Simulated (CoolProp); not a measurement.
Saturation properties of hydrogen chloride.

Values from CoolProp's reference Helmholtz-energy equation of state, Thol 2018.

```json
[
 {"T (K)": "197", "p (MPa)": "0.1631", "vapour density (kg/m³)": "3.786", "enthalpy of vaporisation (kJ/kg)": "434.1", "liquid cp (kJ/(kg K))": "1.666"},
 {"T (K)": "204.4", "p (MPa)": "0.2349", "vapour density (kg/m³)": "5.317", "enthalpy of vaporisation (kJ/kg)": "425.5", "liquid cp (kJ/(kg K))": "1.675"},
 {"T (K)": "211.9", "p (MPa)": "0.3305", "vapour density (kg/m³)": "7.319", "enthalpy of vaporisation (kJ/kg)": "416.3", "liquid cp (kJ/(kg K))": "1.687"},
 {"T (K)": "219.3", "p (MPa)": "0.4517", "vapour density (kg/m³)": "9.820", "enthalpy of vaporisation (kJ/kg)": "406.6", "liquid cp (kJ/(kg K))": "1.703"},
 {"T (K)": "226.8", "p (MPa)": "0.6063", "vapour density (kg/m³)": "12.99", "enthalpy of vaporisation (kJ/kg)": "396.2", "liquid cp (kJ/(kg K))": "1.723"},
 {"T (K)": "234.2", "p (MPa)": "0.7950", "vapour density (kg/m³)": "16.84", "enthalpy of vaporisation (kJ/kg)": "385.3", "liquid cp (kJ/(kg K))": "1.748"},
 {"T (K)": "241.7", "p (MPa)": "1.028", "vapour density (kg/m³)": "21.62", "enthalpy of vaporisation (kJ/kg)": "373.4", "liquid cp (kJ/(kg K))": "1.779"},
 {"T (K)": "249.2", "p (MPa)": "1.308", "vapour density (kg/m³)": "27.44", "enthalpy of vaporisation (kJ/kg)": "360.5", "liquid cp (kJ/(kg K))": "1.819"},
 {"T (K)": "256.6", "p (MPa)": "1.637", "vapour density (kg/m³)": "34.40", "enthalpy of vaporisation (kJ/kg)": "346.9", "liquid cp (kJ/(kg K))": "1.868"},
 {"T (K)": "264.1", "p (MPa)": "2.029", "vapour density (kg/m³)": "42.93", "enthalpy of vaporisation (kJ/kg)": "331.8", "liquid cp (kJ/(kg K))": "1.931"},
 {"T (K)": "271.5", "p (MPa)": "2.480", "vapour density (kg/m³)": "53.15", "enthalpy of vaporisation (kJ/kg)": "315.4", "liquid cp (kJ/(kg K))": "2.011"},
 {"T (K)": "279", "p (MPa)": "3.008", "vapour density (kg/m³)": "65.79", "enthalpy of vaporisation (kJ/kg)": "297.0", "liquid cp (kJ/(kg K))": "2.121"},
 {"T (K)": "286.4", "p (MPa)": "3.607", "vapour density (kg/m³)": "81.21", "enthalpy of vaporisation (kJ/kg)": "276.7", "liquid cp (kJ/(kg K))": "2.272"},
 {"T (K)": "293.9", "p (MPa)": "4.301", "vapour density (kg/m³)": "100.9", "enthalpy of vaporisation (kJ/kg)": "253.0", "liquid cp (kJ/(kg K))": "2.501"},
 {"T (K)": "301.3", "p (MPa)": "5.081", "vapour density (kg/m³)": "126.1", "enthalpy of vaporisation (kJ/kg)": "225.6", "liquid cp (kJ/(kg K))": "2.875"}
]
```

It boils at 188.2 K under 1 atm.
